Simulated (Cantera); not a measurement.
Counterflow diffusion flame

A counterflow diffusion flame at 1350 Torr, nozzles 20 mm apart: fuel side 100 % CH₃OH at 523 K, oxidiser side 23.0 % O₂, 77.0 % N₂ at 650 K, fuel mass flux 1.2 times the oxidiser's; mixture-averaged transport, no radiation.

Computed with Cantera and GRI-Mech 3.0 (53 species, 325 reactions). GRI-Mech 3.0 was tuned for natural gas; its chemistry of methanol as a main component is partial and can be far from experiment. GRI-Mech 3.0 has no aromatics or soot, which form on the fuel side of real flames. The maximum strain rate includes the flame's own expansion and is several times the mean.

```json
[
 {"oxidiser flux (kg/m²/s)": "0.45", "max strain (1/s)": "208", "mean strain (1/s)": "43.7", "T max (K)": "2388", "peak x OH": "0.0122", "peak x H": "0.00512", "peak x NO": "0.000432", "peak x CO": "0.203", "peak x C₂H₂": "5.43e-5"},
 {"oxidiser flux (kg/m²/s)": "0.64", "max strain (1/s)": "288", "mean strain (1/s)": "62.2", "T max (K)": "2357", "peak x OH": "0.0125", "peak x H": "0.00574", "peak x NO": "0.000318", "peak x CO": "0.201", "peak x C₂H₂": "7.11e-5"},
 {"oxidiser flux (kg/m²/s)": "0.91", "max strain (1/s)": "399", "mean strain (1/s)": "88.4", "T max (K)": "2323", "peak x OH": "0.0128", "peak x H": "0.00645", "peak x NO": "0.000234", "peak x CO": "0.199", "peak x C₂H₂": "9.22e-5"},
 {"oxidiser flux (kg/m²/s)": "1.3", "max strain (1/s)": "556", "mean strain (1/s)": "126", "T max (K)": "2286", "peak x OH": "0.0132", "peak x H": "0.00725", "peak x NO": "0.000172", "peak x CO": "0.197", "peak x C₂H₂": "0.000119"},
 {"oxidiser flux (kg/m²/s)": "1.9", "max strain (1/s)": "791", "mean strain (1/s)": "185", "T max (K)": "2241", "peak x OH": "0.0133", "peak x H": "0.00817", "peak x NO": "0.000122", "peak x CO": "0.194", "peak x C₂H₂": "0.000154"},
 {"oxidiser flux (kg/m²/s)": "2.7", "max strain (1/s)": "1100", "mean strain (1/s)": "262", "T max (K)": "2194", "peak x OH": "0.0134", "peak x H": "0.00903", "peak x NO": "9.05e-5", "peak x CO": "0.191", "peak x C₂H₂": "0.000191"},
 {"oxidiser flux (kg/m²/s)": "3.8", "max strain (1/s)": "1520", "mean strain (1/s)": "369", "T max (K)": "2148", "peak x OH": "0.0134", "peak x H": "0.00989", "peak x NO": "7.00e-5", "peak x CO": "0.188", "peak x C₂H₂": "0.000232"},
 {"oxidiser flux (kg/m²/s)": "5.4", "max strain (1/s)": "2120", "mean strain (1/s)": "524", "T max (K)": "2105", "peak x OH": "0.0134", "peak x H": "0.0108", "peak x NO": "5.67e-5", "peak x CO": "0.185", "peak x C₂H₂": "0.000280"},
 {"oxidiser flux (kg/m²/s)": "7.7", "max strain (1/s)": "2980", "mean strain (1/s)": "748", "T max (K)": "2056", "peak x OH": "0.0132", "peak x H": "0.0117", "peak x NO": "4.60e-5", "peak x CO": "0.182", "peak x C₂H₂": "0.000324"},
 {"oxidiser flux (kg/m²/s)": "11", "max strain (1/s)": "4190", "mean strain (1/s)": "1070", "T max (K)": "2004", "peak x OH": "0.0127", "peak x H": "0.0123", "peak x NO": "3.71e-5", "peak x CO": "0.178", "peak x C₂H₂": "0.000356"}
]
```
x: mole fraction; the columns are a selection and need not sum to one.
